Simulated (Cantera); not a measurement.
Cantera run:

```python
import numpy as np
import cantera as ct

gas_names = """
    B BF BF2 BF3 BH BHF2 BH2 BH3 BO BOF BOF2 BO2 B2 B2O B2O2 B2O3 B3O3F3 B3O3H3 F FO FO2 F2 F2O H HBO
    HBO2 HF HOF HO2 H2 H2F2 H2O H2O2 H3B3O6 H3F3 H4F4 H5F5 H6F6 H7F7 O OH O2 O3
""".split()
cond_names = """
    B(b) B(L) B2O3(L) B3O3H3(cr) H2O(s) H2O(L)
""".split()


# ... load() reads the species with a 1 bar reference pressure and builds the phases ...
atoms = {
    'B2O3': {'B': 2, 'O': 3},
    'HF': {'H': 1, 'F': 1},
    'H2': {'H': 2},
}
top_T = {}  # K; cautious upper limits of use, not melting points


# ... equilibrate(T, P, feed) seeds the gas with the atoms and calls Mixture.equilibrate('TP', solver="vcs", rtol=1e-11, max_steps=5000) ...
results = []
feed = {'B2O3': 1, 'HF': 24, 'H2': 8.9}  # mol
P = 35  # Pa
for T in [850, 1000, 1150, 1300, 1450, 1600, 1750]:
    mix = equilibrate(T, P, feed)
    results.append((T, P, feed, dict(zip(mix.species_names, mix.species_moles))))

top = {s: max(r[3][s] / sum(r[3][g] for g in gas_names) for r in results) for s in gas_names}
cols = sorted((s for s in top if top[s] > 1e-05), key=lambda s: -top[s])[:8]
seen = [c for c in cond_names if any(r[3].get(c, 0) > 1e-12 for r in results)]
print("log10 of partial pressures in bar; condensed amounts in mol")
print(f"{'T/K':>10s}" + "".join(f"{s[:9]:>10s}" for s in cols + seen))
for T, P, feed, n in results:
    ng = sum(n[g] for g in gas_names)
    print(f"{T:10.4g}" + "".join(f"{np.log10(max(n[s] / ng * P / 1e5, 1e-99)):10.3f}" for s in cols)
          + "".join(f"{n.get(c, 0):10.4g}" for c in seen))
```

Output:

```
log10 of partial pressures in bar; condensed amounts in mol
       T/K        HF        H2       H2O       BF3       BOF         H      HBO2        OH
       850    -3.704    -4.010    -4.483    -4.659    -8.926   -12.694   -10.415   -16.413
      1000    -3.704    -4.011    -4.485    -4.663    -6.773   -10.649    -8.180   -13.779
      1150    -3.690    -4.016    -4.554    -4.764    -5.373    -9.135    -6.799   -11.892
      1300    -3.660    -4.029    -4.776    -5.184    -4.849    -7.971    -6.479   -10.602
      1450    -3.647    -4.035    -4.940    -5.839    -4.722    -7.042    -6.492    -9.566
      1600    -3.644    -4.038    -4.988    -6.550    -4.698    -6.284    -6.490    -8.641
      1750    -3.645    -4.043    -5.000    -7.188    -4.695    -5.655    -6.474    -7.843
```

Method: chemical equilibrium by Gibbs-energy minimisation in Cantera with the NASA 1993 tables (ideal gas, pure condensed phases).
